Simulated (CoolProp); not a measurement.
Properties of methanol along the isotherm 473.8 K.

Values from CoolProp's reference Helmholtz-energy equation of state, de Reuck 1993.

```json
[
 {"p (kPa)": "130", "phase": "gas", "Joule-Thomson coefficient (K/MPa)": "17.16", "isothermal compressibility (1/MPa)": "7.748"},
 {"p (kPa)": "191", "phase": "gas", "Joule-Thomson coefficient (K/MPa)": "17.19", "isothermal compressibility (1/MPa)": "5.292"},
 {"p (kPa)": "280", "phase": "gas", "Joule-Thomson coefficient (K/MPa)": "17.24", "isothermal compressibility (1/MPa)": "3.629"},
 {"p (kPa)": "411", "phase": "gas", "Joule-Thomson coefficient (K/MPa)": "17.32", "isothermal compressibility (1/MPa)": "2.493"},
 {"p (kPa)": "603", "phase": "gas", "Joule-Thomson coefficient (K/MPa)": "17.44", "isothermal compressibility (1/MPa)": "1.721"},
 {"p (kPa)": "885", "phase": "gas", "Joule-Thomson coefficient (K/MPa)": "17.64", "isothermal compressibility (1/MPa)": "1.198"},
 {"p (kPa)": "1300", "phase": "gas", "Joule-Thomson coefficient (K/MPa)": "17.92", "isothermal compressibility (1/MPa)": "0.8468"},
 {"p (kPa)": "1910", "phase": "gas", "Joule-Thomson coefficient (K/MPa)": "18.10", "isothermal compressibility (1/MPa)": "0.6191"},
 {"p (kPa)": "2800", "phase": "gas", "Joule-Thomson coefficient (K/MPa)": "17.32", "isothermal compressibility (1/MPa)": "0.4924"},
 {"p (kPa)": "6030", "phase": "liquid", "Joule-Thomson coefficient (K/MPa)": "0.4582", "isothermal compressibility (1/MPa)": "0.01110"},
 {"p (kPa)": "8850", "phase": "liquid", "Joule-Thomson coefficient (K/MPa)": "0.3220", "isothermal compressibility (1/MPa)": "0.008357"},
 {"p (kPa)": "13000", "phase": "liquid", "Joule-Thomson coefficient (K/MPa)": "0.2029", "isothermal compressibility (1/MPa)": "0.006244"},
 {"p (kPa)": "19100", "phase": "liquid", "Joule-Thomson coefficient (K/MPa)": "0.09966", "isothermal compressibility (1/MPa)": "0.004624"},
 {"p (kPa)": "28000", "phase": "liquid", "Joule-Thomson coefficient (K/MPa)": "0.01236", "isothermal compressibility (1/MPa)": "0.003401"},
 {"p (kPa)": "41100", "phase": "liquid", "Joule-Thomson coefficient (K/MPa)": "-0.06022", "isothermal compressibility (1/MPa)": "0.002479"}
]
```
